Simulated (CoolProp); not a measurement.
The numbers come from the reference Helmholtz-energy equation of state, Span 2000 in CoolProp.

Problem. For nitrogen, give the phase and the speed of sound (m/s), viscosity (µPa s) at -135.45 °C and 63.7 bar; -135.45 °C and 340 bar.

Solution. 
- -135.45 °C and 63.7 bar: supercritical; speed of sound 274, viscosity 26.0
- -135.45 °C and 340 bar: supercritical; speed of sound 734, viscosity 70.2

Viscosity comes from a separate model (Lemmon 2004).
